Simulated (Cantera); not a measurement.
An isothermal, constant-pressure homogeneous reactor starts with 16.1 % CH₄, 51.6 % H₂O, 32.3 % H₂, at 1400 K and 0.133 bar.

Computed with Cantera and GRI-Mech 3.0 (53 species, 325 reactions).

x: mole fraction; the columns are a selection and need not sum to one.

```json
[
 {"t (s)": "1.00e-5", "x CH₄": "0.161", "x H₂O": "0.516", "x H₂": "0.323", "x CH₂O": "<1e-12", "x CO₂": "<1e-12", "x HO₂": "<1e-12", "x CH₂CO": "<1e-12"},
 {"t (s)": "5.62e-5", "x CH₄": "0.161", "x H₂O": "0.516", "x H₂": "0.323", "x CH₂O": "<1e-12", "x CO₂": "<1e-12", "x HO₂": "<1e-12", "x CH₂CO": "<1e-12"},
 {"t (s)": "0.000316", "x CH₄": "0.161", "x H₂O": "0.516", "x H₂": "0.323", "x CH₂O": "2.19e-12", "x CO₂": "<1e-12", "x HO₂": "<1e-12", "x CH₂CO": "<1e-12"},
 {"t (s)": "0.00178", "x CH₄": "0.161", "x H₂O": "0.516", "x H₂": "0.323", "x CH₂O": "3.70e-10", "x CO₂": "<1e-12", "x HO₂": "<1e-12", "x CH₂CO": "<1e-12"},
 {"t (s)": "0.0100", "x CH₄": "0.161", "x H₂O": "0.516", "x H₂": "0.323", "x CH₂O": "3.14e-8", "x CO₂": "<1e-12", "x HO₂": "<1e-12", "x CH₂CO": "<1e-12"},
 {"t (s)": "0.0562", "x CH₄": "0.161", "x H₂O": "0.516", "x H₂": "0.323", "x CH₂O": "2.06e-7", "x CO₂": "7.49e-10", "x HO₂": "<1e-12", "x CH₂CO": "8.81e-10"},
 {"t (s)": "0.316", "x CH₄": "0.160", "x H₂O": "0.516", "x H₂": "0.324", "x CH₂O": "2.24e-7", "x CO₂": "6.74e-8", "x HO₂": "<1e-12", "x CH₂CO": "___"},
 {"t (s)": "1.78", "x CH₄": "0.152", "x H₂O": "0.512", "x H₂": "0.332", "x CH₂O": "2.12e-7", "x CO₂": "3.24e-6", "x HO₂": "<1e-12", "x CH₂CO": "___"},
 {"t (s)": "10.0", "x CH₄": "0.117", "x H₂O": "0.495", "x H₂": "0.368", "x CH₂O": "1.63e-7", "x CO₂": "0.000199", "x HO₂": "<1e-12", "x CH₂CO": "___"}
]
```

Task: Complete the blanks.

Result: 
- 0.316, x CH₂CO: 1.11e-7
- 1.78, x CH₂CO: 1.22e-6
- 10.0, x CH₂CO: 5.47e-6
